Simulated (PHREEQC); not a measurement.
Model water analysis in mmol/kgw, 10 °C, pH 8.74: Na 303; K 18; Ca 7.93; Mg 13.7; Cl 356; S(6) 3.62; Alkalinity (meq/kgw) 0.133; Br 4.47; Sr 0.133.

Cl is adjusted to close the charge balance.
Valence states are taken as typed.

Equilibrium calculation in PHREEQC: Pitzer model, pitzer.dat.

This is a speciation only: nothing precipitates in the calculation.

### Question
Order these C species by the share of C that they hold, largest first: CO2, MgCO3, HCO3-, CO3-2.

### Answer
HCO3- (89 %), CO3-2 (7.6 %), MgCO3 (3.1 %), CO2 (0.32 %)

The pH is 8.74 and the ionic strength 0.390 mol/kgw. Complexes and solids missing from the database can't appear. Away from 25 °C the constants follow the database's enthalpies or fits; those with neither stay at their 25 °C values.
